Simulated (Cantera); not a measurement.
A Cantera script and what it prints.

```python
import numpy as np
import cantera as ct

gas_names = """
    H H2 H2S Ni NiS S SH S2 S8
""".split()
cond_names = """
    Ni(cr) Ni(L) NiS(b) NiS(a) NiS(L) NiS2(s) NiS2(L) Ni3S2(I) Ni3S2(II) Ni3S2(L) Ni3S4(s) S(cr1) S(cr2)
    S(L)
""".split()


def load(file, names, dense=False):
    # The tables refer to 1 bar. Condensed volumes are neglected.
    table = {s.name: s for s in ct.Species.list_from_file(file)}
    out = []
    for n in names:
        d = dict(table[n].input_data)
        d["thermo"] = dict(d["thermo"], **{"reference-pressure": 1e5})
        if dense:
            d["equation-of-state"] = {"model": "constant-volume", "density": "1e6 g/cm^3"}
        out.append(ct.Species.from_dict(d))
    return out


gas = ct.Solution(thermo="ideal-gas", species=load("nasa_gas.yaml", gas_names))
cond = {s.name: ct.Solution(thermo="fixed-stoichiometry", species=[s], name=s.name)
        for s in load("nasa_condensed.yaml", cond_names, dense=True)}
atoms = {
    'NiS': {'Ni': 1, 'S': 1},
    'H2': {'H': 2},
}
top_T = {'Ni3S4(s)': 620}  # K; cautious upper limits of use, not melting points


def equilibrate(T, P, feed):
    n = {}
    for name, mol in feed.items():
        for a, k in atoms[name].items():
            n[a] = n.get(a, 0.0) + k * mol
    gas.TPX = T, P, n
    mass = sum(n.values()) * gas.mean_molecular_weight
    gas.equilibrate("TP")
    valid = [c for c in cond.values() if c.min_temp <= T <= top_T.get(c.name, c.max_temp)]
    mix = ct.Mixture([(gas, mass / gas.mean_molecular_weight)] + [(c, 0.0) for c in valid])
    mix.T, mix.P = T, P
    mix.equilibrate("TP", solver="vcs", rtol=1e-11, max_steps=5000)
    return mix


results = []
feed = {'NiS': 1, 'H2': 170}  # mol
T = 773  # K
P = 101325  # Pa
mix = equilibrate(T, P, feed)
results.append((T, P, feed, dict(zip(mix.species_names, mix.species_moles))))
print(gas.report(threshold=0.0001))
for i in range(1, mix.n_phases):
    print(f"{mix.phase(i).name:16s} {mix.phase_moles(i):12.5e} mol")
```

Output:

```
       temperature   773 K
          pressure   1.0133e+05 Pa
           density   0.032774 kg/m^3
  mean mol. weight   2.0789 kg/kmol
   phase of matter   gas

                          1 kg             1 kmol
                     ---------------   ---------------
          enthalpy        6.6705e+06        1.3867e+07  J
   internal energy        3.5789e+06          7.44e+06  J
           entropy             76345        1.5871e+05  J/K
    Gibbs function       -5.2345e+07       -1.0882e+08  J
 heat capacity c_p             14216             29552  J/K
 heat capacity c_v             10216             21238  J/K

                      mass frac. Y      mole frac. X     chem. pot. / RT
                     ---------------   ---------------   ---------------
                H2           0.96786           0.99804           -16.894
               H2S           0.03214         0.0019608           -35.631
     [   +7 minor]        5.8021e-10        3.6998e-11

Ni(cr)            0.00000e+00 mol
NiS(a)            0.00000e+00 mol
NiS2(s)           0.00000e+00 mol
Ni3S2(I)          3.33333e-01 mol
S(L)              0.00000e+00 mol
```

These are equilibrium values from Cantera (NASA tables, ideal gas, pure condensed phases), not measurements of a reactor.
